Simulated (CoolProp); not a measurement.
Vapour-liquid equilibrium of propane (1) + R245fa (2) at 313.3 K; x and y are mole fractions of (1).

The numbers come from the multi-fluid Helmholtz-energy mixture model, Lemmon 2009 and Akasaka 2015; pair parameters Bell 2016 in CoolProp.

```tsv
x	bubble pressure (MPa)	y at the bubble point	dew pressure at overall composition x (MPa)	liquid density (mol/L)
0.05	0.4356	0.420	0.2655	9.690
0.2	0.8247	0.704	___	9.737
0.35	1.027	___	0.3888	9.775
0.5	1.135	0.807	0.5035	9.823
0.65	1.214	0.837	0.7086	9.917
0.8	1.292	0.881	1.113	10.11
0.95	1.360	0.960	1.355	___
```

Some entries are withheld; supply them.


- 0.2, dew pressure at overall composition x (MPa): 0.3160
- 0.35, y at the bubble point: 0.773
- 0.95, liquid density (mol/L): 10.44

No azeotrope shows between x = 0.05 and 0.95.

Pair parameters are fitted to limited data, so mixtures are less certain than the pure fluids. With so large a gap from Raoult's law the liquid may split in two, which this calculation doesn't test in full.
